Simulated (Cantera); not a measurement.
What does this Cantera script print?

```python
import numpy as np
import cantera as ct

gas = ct.Solution("gri30.yaml")
gas.TPX = 1475, 100000, {'C3H8': 1, 'O2': 13.9, 'N2': 52.2}
reactor = ct.IdealGasConstPressureReactor(gas, energy="on", clone=False)
net = ct.ReactorNet([reactor])
net.rtol, net.atol = 1e-08, 1e-16
show = ['C3H8', 'O2', 'O', 'OH', 'H']
times = np.geomspace(4e-06, 1, 12)

steps = ct.SolutionArray(gas, extra=["t"])
rows = []
print(f"{'t/s':>10s}{'T/K':>9s}{'P/Pa':>11s}" + "".join(f"{s:>11s}" for s in show))
for t in times:
    while net.time < t:
        t_next = net.step()
        steps.append(gas.state, t=t_next)
    rows.append([np.interp(t, steps.t, y) for y in (steps.T, steps.P, *steps(*show).X.T)])
    print(f"{t:10.3e}{rows[-1][0]:9.1f}{rows[-1][1]:11.4g}" + "".join(f"{x:11.3e}" for x in rows[-1][2:]))
rate = np.gradient(steps.T, steps.t)
print("integrator steps:", len(steps.t))
if steps.T.max() > steps.T[0] + 200:
    print(f"time of steepest temperature rise: {steps.t[rate.argmax()]:.4e} s")
gas.TPX = 1475, 100000, {'C3H8': 1, 'O2': 13.9, 'N2': 52.2}
gas.equilibrate("HP")
print(f"equilibrium (HP): T = {gas.T:.1f} K  " + "  ".join(f"{s} {gas[s].X[0]:.3e}" for s in show))
```

Result:

```
       t/s      T/K       P/Pa       C3H8         O2          O         OH          H
 4.000e-06   1473.9      1e+05  1.475e-02  2.071e-01  2.250e-06  6.973e-06  4.828e-06
 1.238e-05   1471.7      1e+05  1.425e-02  2.068e-01  4.044e-06  2.028e-05  8.678e-06
 3.833e-05   1472.7      1e+05  1.148e-02  2.047e-01  1.129e-05  5.419e-05  2.579e-05
 1.186e-04   1913.7      1e+05  2.689e-34  1.314e-01  1.424e-02  8.588e-03  4.977e-03
 3.672e-04   2142.9      1e+05  1.276e-53  1.276e-01  6.415e-03  7.779e-03  1.303e-03
 1.137e-03   2227.3      1e+05  1.018e-49  1.291e-01  1.778e-03  4.558e-03  1.822e-04
 3.519e-03   2238.1      1e+05 -3.003e-47  1.293e-01  1.243e-03  3.868e-03  1.061e-04
 1.089e-02   2237.4      1e+05 -5.931e-52  1.291e-01  1.235e-03  3.853e-03  1.053e-04
 3.372e-02   2235.2      1e+05 -5.813e-55  1.286e-01  1.216e-03  3.817e-03  1.034e-04
 1.044e-01   2229.7      1e+05  1.056e-58  1.272e-01  1.169e-03  3.727e-03  9.899e-05
 3.231e-01   2221.5      1e+05  7.475e-59  1.253e-01  1.102e-03  3.597e-03  9.269e-05
 1.000e+00   2218.5      1e+05  6.578e-59  1.245e-01  1.079e-03  3.551e-03  9.049e-05
integrator steps: 1666
time of steepest temperature rise: 9.0242e-05 s
equilibrium (HP): T = 2218.5 K  C3H8 1.381e-58  O2 1.245e-01  O 1.079e-03  OH 3.550e-03  H 9.045e-05
```

Detailed kinetics in Cantera: GRI-Mech 3.0 (53 species, 325 reactions). GRI-Mech 3.0 was tuned for natural gas; its chemistry of propane as a main component is partial and can be far from experiment.
